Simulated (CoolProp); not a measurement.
Saturation properties of CHF3 (R23).

Model: reference Helmholtz-energy equation of state, Penoncello 2003, in CoolProp.

```tsv
T (K)	p (MPa)	enthalpy of vaporisation (kJ/kg)	vapour viscosity (µPa s)
230.4	0.6372	202.1	11.6
235.6	0.7730	196.2	11.9
240.8	0.9294	189.8	12.3
245.9	1.105	183.2	12.6
251.1	1.308	175.9	13.0
256.3	1.538	168.1	13.3
261.4	1.791	159.9	13.8
266.6	2.081	150.7	14.2
271.8	2.405	140.5	14.8
276.9	2.758	129.3	15.4
282.1	3.158	116.1	16.3
287.3	3.602	100.4	17.4
```

It boils at 191.1 K under 1 atm.

Viscosity comes from a separate model (Shan 2000).
